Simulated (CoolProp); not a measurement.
A single-stage vapour-compression cycle with the fluid: evaporating at 258.15 K (dew point), condensing at 309.15 K (bubble point), superheat 0 K, subcooling 2 K, compressor efficiency 0.6, no pressure losses. The same conditions are run with several fluids, on thermodynamics alone (safety and materials aside).

Model: reference Helmholtz-energy equation of state of each fluid (R11: Jacobsen 1992; R152A: Outcalt 1996; n-perfluorobutane: Gao 2022; R1224YDZ: Akasaka 2023; R141b: Lemmon 2006), in CoolProp.

| fluid | cooling COP | pressure ratio | discharge temperature (K) | refrigerating effect (kJ/kg) | volumetric capacity (kJ/m³) |
|---|---|---|---|---|---|
| R11 | 2.63 | 7.60 | 359.8 | 152 | 199 |
| R152A | 2.49 | 5.49 | 357.1 | 236 | 1150 |
| n-perfluorobutane | 1.86 | 6.44 | 309.2 | 46.7 | 312 |
| R1224YDZ | 2.47 | 7.87 | 331.1 | 128 | 247 |
| R141b | 2.62 | 8.59 | 354.1 | 189 | 140 |

The compression ends wet for: n-perfluorobutane.
